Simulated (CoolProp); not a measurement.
Tetradecamethylhexasiloxane (MD4M) along the isotherm 620 K: Z from the reference equation and from simpler models built on Tc = 653.2 K, pc = 828.6 kPa, ω = 0.800; each cubic takes its own stable root.

Values from CoolProp's reference Helmholtz-energy equation of state, Thol 2019.

```json
[
 {"p (kPa)": "6.55", "phase": "gas", "reference": "0.9961", "van der Waals": "0.9973", "Redlich-Kwong": "0.9969", "Soave-Redlich-Kwong": "0.9966", "Peng-Robinson": "0.9963"},
 {"p (kPa)": "10.2", "phase": "gas", "reference": "0.9940", "van der Waals": "0.9958", "Redlich-Kwong": "0.9951", "Soave-Redlich-Kwong": "0.9948", "Peng-Robinson": "0.9943"},
 {"p (kPa)": "15.9", "phase": "gas", "reference": "0.9906", "van der Waals": "0.9935", "Redlich-Kwong": "0.9924", "Soave-Redlich-Kwong": "0.9918", "Peng-Robinson": "0.9911"},
 {"p (kPa)": "24.7", "phase": "gas", "reference": "0.9853", "van der Waals": "0.9899", "Redlich-Kwong": "0.9881", "Soave-Redlich-Kwong": "0.9873", "Peng-Robinson": "0.9861"},
 {"p (kPa)": "38.5", "phase": "gas", "reference": "0.9769", "van der Waals": "0.9841", "Redlich-Kwong": "0.9814", "Soave-Redlich-Kwong": "0.9800", "Peng-Robinson": "0.9782"},
 {"p (kPa)": "60", "phase": "gas", "reference": "0.9637", "van der Waals": "[?]", "Redlich-Kwong": "0.9708", "Soave-Redlich-Kwong": "0.9686", "Peng-Robinson": "0.9658"},
 {"p (kPa)": "93.3", "phase": "gas", "reference": "0.9428", "van der Waals": "[?]", "Redlich-Kwong": "0.9540", "Soave-Redlich-Kwong": "0.9506", "Peng-Robinson": "0.9461"},
 {"p (kPa)": "145", "phase": "gas", "reference": "0.9091", "van der Waals": "0.9378", "Redlich-Kwong": "0.9272", "Soave-Redlich-Kwong": "0.9215", "Peng-Robinson": "0.9147"},
 {"p (kPa)": "226", "phase": "gas", "reference": "0.8525", "van der Waals": "0.8996", "Redlich-Kwong": "0.8827", "Soave-Redlich-Kwong": "0.8729", "Peng-Robinson": "0.8624"},
 {"p (kPa)": "352", "phase": "gas", "reference": "0.7521", "van der Waals": "0.8332", "Redlich-Kwong": "0.8055", "Soave-Redlich-Kwong": "0.7868", "Peng-Robinson": "0.7710"},
 {"p (kPa)": "549", "phase": "liquid", "reference": "0.1002", "van der Waals": "0.6986", "Redlich-Kwong": "0.6470", "Soave-Redlich-Kwong": "0.1207", "Peng-Robinson": "0.1071"},
 {"p (kPa)": "854", "phase": "liquid", "reference": "0.1509", "van der Waals": "0.2521", "Redlich-Kwong": "0.1952", "Soave-Redlich-Kwong": "0.1769", "Peng-Robinson": "0.1574"},
 {"p (kPa)": "1330", "phase": "liquid", "reference": "0.2271", "van der Waals": "0.3549", "Redlich-Kwong": "0.2770", "Soave-Redlich-Kwong": "[?]", "Peng-Robinson": "[?]"},
 {"p (kPa)": "2070", "phase": "liquid", "reference": "0.3410", "van der Waals": "0.5122", "Redlich-Kwong": "0.3980", "Soave-Redlich-Kwong": "0.3806", "Peng-Robinson": "0.3396"}
]
```

Some entries are withheld; supply them.


- 60, van der Waals: 0.9751
- 93.3, van der Waals: 0.9608
- 1330, Soave-Redlich-Kwong: 0.2596
- 1330, Peng-Robinson: 0.2313

At some of these states van der Waals, Redlich-Kwong gives the other phase, because its saturation line lies elsewhere.
